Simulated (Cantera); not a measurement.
Predominance diagram of Ca at 700 K against the partial pressures of O2 and F2 (log10, bar). Cantera with NASA thermochemical tables; ideal gases at 1 bar, condensed phases pure. Candidates: Ca(s), CaF2(s), CaO(s). Only these pure phases compete in this equilibrium. Not in the tables: oxide halides.

```
log p(F2) \ log p(O2)
        columns: -42, -40.1, -38.2, -36.3, -34.4, -32.5, -30.5, -28.6, -26.7, -24.8, -22.9, -21, -19.1, -17.2, -15.3, -13.4, -11.5, -9.5, -7.6, -5.7, -3.8, -1.9, 0
      0  A A A A A A A A A A A A A A A A A A A A A A A
   -3.6  A A A A A A A A A A A A A A A A A A A A A A A
   -7.3  A A A A A A A A A A A A A A A A A A A A A A A
  -10.9  A A A A A A A A A A A A A A A A A A A A A A A
  -14.6  A A A A A A A A A A A A A A A A A A A A A A A
  -18.2  A A A A A A A A A A A A A A A A A A A A A A A
  -21.9  A A A A A A A A A A A A A A A A A A A A A A A
  -25.5  A A A A A A A A A A A A A A A A A A A A A A A
  -29.1  A A A A A A A A A A A A A A A A A A A A A A A
  -32.8  A A A A A A A A A A A A A A A A A A A A A A A
  -36.4  A A A A A A A A A A A A A A A A A A A A A A A
  -40.1  A A A A A A A A A A A A A A A A A A A A A A A
  -43.7  A A A A A A A A A A A A A A A A A A A B B B B
  -47.4  A A A A A A A A A A A A A A A B B B B B B B B
    -51  A A A A A A A A A A A A B B B B B B B B B B B
```

A: CaF2(s); B: CaO(s).
